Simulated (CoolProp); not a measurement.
Vapour-liquid equilibrium of carbonyl sulfide (1) + propane (2) at 0.0209 MPa; x and y are mole fractions of (1).

The numbers come from the multi-fluid Helmholtz-energy mixture model, Lemmon 2006 and Lemmon 2009; pair parameters Bell 2016 in CoolProp.

| x | bubble temperature, mixture model (°C) | bubble temperature, Raoult's law (°C) | y, mixture model | y, Raoult's law |
|---|---|---|---|---|
| 0.05 | ___ | -73.0 | 0.086 | 0.073 |
| 0.125 | -74.1 | -73.6 | ___ | 0.177 |
| 0.2 | -74.7 | -74.2 | 0.288 | 0.274 |
| 0.275 | -75.3 | -74.7 | 0.371 | 0.364 |
| 0.35 | -75.8 | -75.2 | 0.448 | 0.449 |
| 0.425 | -76.3 | -75.8 | 0.520 | 0.528 |
| 0.5 | -76.7 | -76.3 | 0.589 | 0.602 |
| 0.575 | -77.1 | -76.8 | ___ | 0.672 |
| 0.65 | ___ | -77.2 | 0.723 | 0.738 |
| 0.725 | -77.8 | -77.7 | ___ | 0.800 |
| 0.8 | -78.2 | -78.1 | 0.849 | 0.859 |
| 0.875 | -78.6 | -78.6 | 0.909 | 0.914 |
| 0.95 | -79.0 | -79.0 | ___ | 0.967 |

### Question
Complete the blanks.

### Answer

- 0.05, bubble temperature, mixture model (°C): -73.2
- 0.125, y, mixture model: 0.195
- 0.575, y, mixture model: 0.657
- 0.65, bubble temperature, mixture model (°C): -77.5
- 0.725, y, mixture model: 0.787
- 0.95, y, mixture model: 0.965

The largest gap from Raoult's law is -0.6 K in bubble temperature, at x = 0.275. No azeotrope shows between x = 0.05 and 0.95.

Pair parameters are fitted to limited data, so mixtures are less certain than the pure fluids.
